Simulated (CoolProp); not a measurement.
R113 at 298.15 K and 0.0229 MPa is compressed adiabatically to 0.0668 MPa with isentropic efficiency 0.85. Each further row changes one setting.

The numbers come from the reference Helmholtz-energy equation of state, Marx 1992 in CoolProp.

```csv
case,work (kJ/kg),final temperature (K),final density (kg/m³)
as stated,17.0,324.9,___
efficiency 1,14.4,321.1,___
efficiency 0.65,___,___,4.64
```

Question: Fill in the missing entries.

Answer: 
- as stated, final density (kg/m³): 4.75
- efficiency 1, final density (kg/m³): 4.81
- efficiency 0.65, work (kJ/kg): 22.2
- efficiency 0.65, final temperature (K): 332.4
